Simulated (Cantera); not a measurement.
A Cantera script and what it prints.

```python
import numpy as np
import cantera as ct

gas_names = [...]  # 116 gases of nasa_gas.yaml made of C, H, Mg, O
cond_names = """
    C(gr) C6H6(L) C7H8(L) C8H18(L),n-octa H2O(s) H2O(L) Mg(cr) Mg(L) MgCO3(s) MgO(s) MgO(L) MgO2H2(s)
""".split()


# ... load() reads the species with a 1 bar reference pressure and builds the phases ...
atoms = {
    'Mg(OH)2': {'Mg': 1, 'O': 2, 'H': 2},
    'C': {'C': 1},
    'CO2': {'C': 1, 'O': 2},
}
top_T = {'C(gr)': 4500}  # K; cautious upper limits of use, not melting points


# ... equilibrate(T, P, feed) seeds the gas with the atoms and calls Mixture.equilibrate('TP', solver="vcs", rtol=1e-11, max_steps=5000) ...
results = []
feed = {'Mg(OH)2': 1, 'C': 1.6, 'CO2': 1.7}  # mol
T = 748.15  # K
for P in [10, 100, 1000, 10000, 100000, 1000000]:
    mix = equilibrate(T, P, feed)
    results.append((T, P, feed, dict(zip(mix.species_names, mix.species_moles))))

top = {s: max(r[3][s] / sum(r[3][g] for g in gas_names) for r in results) for s in gas_names}
cols = sorted((s for s in top if top[s] > 1e-06), key=lambda s: -top[s])[:5]
seen = [c for c in cond_names if any(r[3].get(c, 0) > 1e-12 for r in results)]
print("log10 of partial pressures in bar; condensed amounts in mol")
print(f"{'P/Pa':>10s}" + "".join(f"{s[:9]:>10s}" for s in cols + seen))
for T, P, feed, n in results:
    ng = sum(n[g] for g in gas_names)
    print(f"{P:10.4g}" + "".join(f"{np.log10(max(n[s] / ng * P / 1e5, 1e-99)):10.3f}" for s in cols)
          + "".join(f"{n.get(c, 0):10.4g}" for c in seen))
```

Result:

```
log10 of partial pressures in bar; condensed amounts in mol
      P/Pa       CO2        CO       H2O        H2       CH4     C(gr)    MgO(s)
        10    -4.620    -4.278    -5.799    -4.664    -9.970         0         1
       100    -3.620    -3.278    -4.799    -3.664    -6.971         0         1
      1000    -2.349    -2.562    -3.240    -2.661    -4.802    0.7061         1
     1e+04    -1.232    -2.004    -1.825    -1.804    -3.088     1.153         1
     1e+05    -0.197    -1.486    -0.625    -1.121    -1.724     1.338         1
     1e+06     0.815    -0.980     0.451    -0.550    -0.582     1.403         1
```

Cantera equilibrium calculation (NASA polynomials, part measured and part estimated; ideal gas, pure solids and liquids).
